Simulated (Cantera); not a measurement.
What does this Cantera script print?

```python
import numpy as np
import cantera as ct

gas_names = """
    N NO NO2 NO3 N2 N2O O O2 O3 Pb PbO Pb2
""".split()
cond_names = """
    Pb(cr) Pb(L) PbO(rd) PbO(yw) PbO(L) PbO2(s) Pb3O4(s)
""".split()


# ... load() reads the species with a 1 bar reference pressure and builds the phases ...
atoms = {
    'PbO': {'Pb': 1, 'O': 1},
    'O2': {'O': 2},
    'N2': {'N': 2},
}
top_T = {'Pb3O4(s)': 820}  # K; cautious upper limits of use, not melting points


# ... equilibrate(T, P, feed) seeds the gas with the atoms and calls Mixture.equilibrate('TP', solver="vcs", rtol=1e-11, max_steps=5000) ...
results = []
feed = {'PbO': 1, 'O2': 0.19, 'N2': 24}  # mol
P = 10000  # Pa
for T in [648, 723, 798, 873, 948, 1023, 1098]:
    mix = equilibrate(T, P, feed)
    results.append((T, P, feed, dict(zip(mix.species_names, mix.species_moles))))

top = {s: max(r[3][s] / sum(r[3][g] for g in gas_names) for r in results) for s in gas_names}
cols = sorted((s for s in top if top[s] > 1e-05), key=lambda s: -top[s])[:8]
seen = [c for c in cond_names if any(r[3].get(c, 0) > 1e-12 for r in results)]
print("log10 of partial pressures in bar; condensed amounts in mol")
print(f"{'T/K':>10s}" + "".join(f"{s[:9]:>10s}" for s in cols + seen))
for T, P, feed, n in results:
    ng = sum(n[g] for g in gas_names)
    print(f"{T:10.4g}" + "".join(f"{np.log10(max(n[s] / ng * P / 1e5, 1e-99)):10.3f}" for s in cols)
          + "".join(f"{n.get(c, 0):10.4g}" for c in seen))
```

It prints:

```
log10 of partial pressures in bar; condensed amounts in mol
       T/K        N2        O2       PbO        NO   PbO(rd)   PbO(yw)
       648    -1.003    -3.105   -14.476    -8.761         1         0
       723    -1.003    -3.105   -12.111    -7.997         1         0
       798    -1.003    -3.105   -10.201    -7.377         0         1
       873    -1.003    -3.105    -8.627    -6.863         0         1
       948    -1.003    -3.105    -7.310    -6.430         0         1
      1023    -1.003    -3.105    -6.192    -6.061         0    0.9998
      1098    -1.003    -3.105    -5.232    -5.742         0    0.9986
```

Method: chemical equilibrium by Gibbs-energy minimisation in Cantera with the NASA 1993 tables (ideal gas, pure condensed phases).
